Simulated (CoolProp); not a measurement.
Vapour-liquid equilibrium of propylene (1) + acetone (2) at 273.2 K; x and y are mole fractions of (1).

The numbers come from the multi-fluid Helmholtz-energy mixture model, Lemmon 2013 and Lemmon 2006; pair parameters Bell 2016 in CoolProp.

| x | bubble pressure, mixture model (MPa) | bubble pressure, Raoult's law (MPa) | y, mixture model | y, Raoult's law |
|---|---|---|---|---|
| 0.05 | 0.08054 | 0.03811 | 0.886 | 0.768 |
| 0.2 | 0.2623 | 0.1245 | 0.967 | 0.940 |
| 0.35 | 0.3747 | 0.2108 | 0.978 | 0.971 |
| 0.5 | 0.4312 | 0.2971 | 0.982 | 0.984 |
| 0.65 | 0.4631 | 0.3835 | 0.985 | 0.991 |
| 0.8 | 0.4981 | 0.4698 | 0.988 | 0.996 |
| 0.95 | 0.5569 | 0.5562 | 0.996 | 0.999 |

The largest gap from Raoult's law is +111.3 % in bubble pressure, at x = 0.05. No azeotrope shows between x = 0.05 and 0.95.

Pair parameters are fitted to limited data, so mixtures are less certain than the pure fluids. With so large a gap from Raoult's law the liquid may split in two, which this calculation doesn't test in full.
